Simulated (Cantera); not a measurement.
An adiabatic, constant-pressure homogeneous reactor starts with 4.89 % CH4, 2.93 % CO, 19.4 % O2, 72.8 % N2, equivalence ratio 0.58, at 1275 K and 29.6 atm.

Model: GRI-Mech 3.0 (53 species, 325 reactions), integrated in Cantera. The pressure lies above the range GRI-Mech 3.0 was tuned for (to about 10 atm).

**Question.** Predict: time of steepest temperature rise; temperature at 0.600 s; equilibrium temperature; x(CO) at 0.600 s; x(O2) at 0.600 s.

**Answer.** 
| Item | Result |
|---|---|
| time of steepest temperature rise | 0.676 ms |
| temperature at 0.600 s | 2446 K |
| equilibrium temperature | 2446 K |
| x(CO) at 0.600 s | 0.00143 (gas-phase equilibrium 0.00143) |
| x(O2) at 0.600 s | 0.0761 (gas-phase equilibrium 0.0761) |
